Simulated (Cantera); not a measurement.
What does this Cantera script print?

```python
import numpy as np
import cantera as ct

surf = ct.Interface("diamond.yaml", "diamond_100")
gas, bulk = surf.adjacent["gas"], surf.adjacent["diamond"]
k = surf.kinetics_species_index(bulk.species_names[0])
cover = ["c6HH", "c6H*", "c6*H", "c6**", "c6HM", "c6B"]

rows, drift = [], 0.0
print(f"{'xCH3':>10s}{'um/h':>11s}" + "".join(f"{s:>11s}" for s in cover))
for v in [1e-06, 2.4e-06, 5.7e-06, 1.3e-05, 3.2e-05, 7.6e-05, 0.00018, 0.00043, 0.001]:
    T, P, xH, xCH3 = 1323, 2000, 0.02, v
    gas.TPX = T, P, {"H": xH, "CH3": xCH3, "CH4": 0.002, "H2": 1 - xH - xCH3 - 0.002}
    surf.TP = bulk.TP = T, P
    surf.coverages = "c6H*:0.1, c6HH:0.9"
    surf.advance_coverages(100.0)
    before = surf.coverages
    surf.advance_coverages(100.0)
    drift = max(drift, np.max(np.abs(surf.coverages - before) / (surf.coverages + 1e-9)))
    rate = surf.net_production_rates[k] * bulk.mean_molecular_weight / bulk.density * 3.6e9
    rows.append([rate, *surf[cover].coverages])
    print(f"{v:10.4g}{rate:11.4e}" + "".join(f"{x:11.3e}" for x in rows[-1][1:]))
```

It prints:

```
      xCH3       um/h       c6HH       c6H*       c6*H       c6**       c6HM        c6B
     1e-06 5.1250e-03  3.652e-01  5.182e-02  5.323e-01  5.067e-02  6.109e-07  1.391e-11
   2.4e-06 1.2300e-02  3.652e-01  5.182e-02  5.323e-01  5.067e-02  1.466e-06  3.338e-11
   5.7e-06 2.9211e-02  3.652e-01  5.182e-02  5.323e-01  5.066e-02  3.482e-06  7.927e-11
   1.3e-05 6.6616e-02  3.652e-01  5.182e-02  5.323e-01  5.066e-02  7.941e-06  1.808e-10
   3.2e-05 1.6394e-01  3.652e-01  5.181e-02  5.323e-01  5.065e-02  1.955e-05  4.449e-10
   7.6e-05 3.8918e-01  3.651e-01  5.181e-02  5.323e-01  5.062e-02  4.641e-05  1.056e-09
   0.00018 9.2070e-01  3.651e-01  5.180e-02  5.322e-01  5.055e-02  1.098e-04  2.498e-09
   0.00043 2.1935e+00  3.650e-01  5.178e-02  5.320e-01  5.038e-02  2.620e-04  5.952e-09
     0.001 5.0698e+00  3.648e-01  5.173e-02  5.315e-01  5.001e-02  6.070e-04  1.376e-08
```

Computed with Cantera and the Harris–Goodwin 1993 mechanism for the reconstructed diamond (100) surface.
